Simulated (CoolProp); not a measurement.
Nitrogen along the isobar 4.62 MPa: Z from the reference equation and from simpler models built on Tc = -147.0 °C, pc = 3.396 MPa, ω = 0.037; each cubic takes its own stable root.

Computed with CoolProp (reference Helmholtz-energy equation of state, Span 2000).

| T (°C) | phase | reference |
|---|---|---|
| -170.75 | liquid | 0.2179 |
| -162.95 | liquid | 0.2170 |
| -155.15 | liquid | 0.2223 |
| -147.35 | liquid | 0.2422 |
| -139.55 | supercritical | 0.3754 |
| -131.65 | supercritical | 0.5876 |
| -123.85 | supercritical | 0.6863 |
| -116.05 | supercritical | 0.7502 |
| -108.25 | supercritical | 0.7963 |
| -100.45 | supercritical | 0.8316 |
| -92.65 | supercritical | 0.8595 |
| -84.85 | supercritical | 0.8820 |
| -77.05 | supercritical | 0.9005 |
| -69.25 | supercritical | 0.9160 |
| -61.35 | supercritical | 0.9292 |

Q: How far does each simpler model (van der Waals, Redlich-Kwong, Peng-Robinson) lie from the reference over these 15 states: mean and median of the absolute difference, and the worst?

A: 
- van der Waals: mean 13.1 %, median 3.8 %, worst +41.1 % at -170.75 °C and 4.62 MPa
- Redlich-Kwong: mean 2.5 %, median 0.8 %, worst +11.4 % at -147.35 °C and 4.62 MPa
- Peng-Robinson: mean 3.5 %, median 2.9 %, worst -9.6 % at -170.75 °C and 4.62 MPa
